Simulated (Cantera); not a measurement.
# Reactions in the system H-N-Zr

Source: NASA polynomial tables (part measured, part estimated), evaluated in Cantera. Values are per mole of reaction as written; species without (g) are pure solids or liquids, kept so even where they would boil at 1 bar. ZrN: taken at fixed stoichiometry.

Zr + NH3(g) = ZrN + 3 H(g)

| T (K) | ΔH° (kJ) | ΔS° (J/K) | ΔG° (kJ) | log10 K | condensed phases |
|---|---|---|---|---|---|
| 300 | 334.8 | 151.7 | 289.3 | -50.36 | Zr(α), ZrN(s) |
| 1425 | 367.6 | 203.5 | 77.7 | -2.85 | Zr(β), ZrN(s) |
| 1575 | 371.1 | 205.8 | 47.0 | -1.56 | Zr(β), ZrN(s) |
| 1725 | 374.3 | 207.7 | 16.0 | -0.48 | Zr(β), ZrN(s) |
| 1875 | 377.1 | 209.3 | -15.3 | 0.43 | Zr(β), ZrN(s) |
| 2025 | 379.6 | 210.6 | -46.8 | 1.21 | Zr(β), ZrN(s) |
| 2175 | 360.7 | 201.7 | -78.0 | 1.87 | Zr(l), ZrN(s) |
| 2325 | 361.9 | 202.2 | -108.3 | 2.43 | Zr(l), ZrN(s) |
